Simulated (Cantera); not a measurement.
A freely propagating, adiabatic, planar premixed flame of H2 : O2 : N2 = 1 : 0.278 : 1.28 (molar parts), equivalence ratio 1.8, unburnt at 473 K and 13300 Pa; mixture-averaged transport, grid criteria slope 0.08 and curve 0.16, no radiation.

Cantera simulation using the H2/O2 subset of GRI-Mech 3.0, which has no nitrogen chemistry; the numbers are that mechanism's predictions, not measurements. Burning velocities carry a grid error of a few per cent, more on coarse grids.

Question: What does this change do: 0.094 parts H2O added?

Answer: 
```
quantity                    before     after
------------------------  --------  --------
laminar burning velocity  408 cm/s  397 cm/s
thermal thickness          5.92 mm   5.76 mm
peak x(H2O2)               3.67e-6   4.67e-6
peak x(HO2)                6.67e-5   7.83e-5
peak x(O)                  0.00470   0.00421
```

Question: What does this change do: O2 0.278 to 0.36 parts?

Answer: 
```json
[
 {"quantity": "laminar burning velocity", "before": "408 cm/s", "after": "473 cm/s"},
 {"quantity": "thermal thickness", "before": "5.92 mm", "after": "5.71 mm"},
 {"quantity": "peak x(H2O2)", "before": "3.67e-6", "after": "4.76e-6"},
 {"quantity": "peak x(HO2)", "before": "6.67e-5", "after": "8.13e-5"},
 {"quantity": "peak x(O)", "before": "0.00470", "after": "0.00960"}
]
```
